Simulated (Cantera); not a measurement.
An adiabatic, constant-volume homogeneous reactor starts with 15.9 % CH₄, 17.6 % O₂, 66.5 % N₂, at 1325 K and 0.400 bar.

Computed with Cantera and GRI-Mech 3.0 (53 species, 325 reactions).

Q: Predict: time of steepest temperature rise; temperature at 2.00 s; equilibrium temperature; x(O₂) at 2.00 s; x(HCN) at 2.00 s; x(NO) at 2.00 s; x(H) at 2.00 s.

A: 
| Quantity | Value |
|---|---|
| time of steepest temperature rise | 21.9 ms |
| temperature at 2.00 s | 2686 K |
| equilibrium temperature | 2686 K |
| x(O₂) at 2.00 s | 0.000267 (gas-phase equilibrium 0.000267) |
| x(HCN) at 2.00 s | 5.28e-8 (gas-phase equilibrium 5.28e-8) |
| x(NO) at 2.00 s | 0.000952 (gas-phase equilibrium 0.000952) |
| x(H) at 2.00 s | 0.0196 (gas-phase equilibrium 0.0196) |
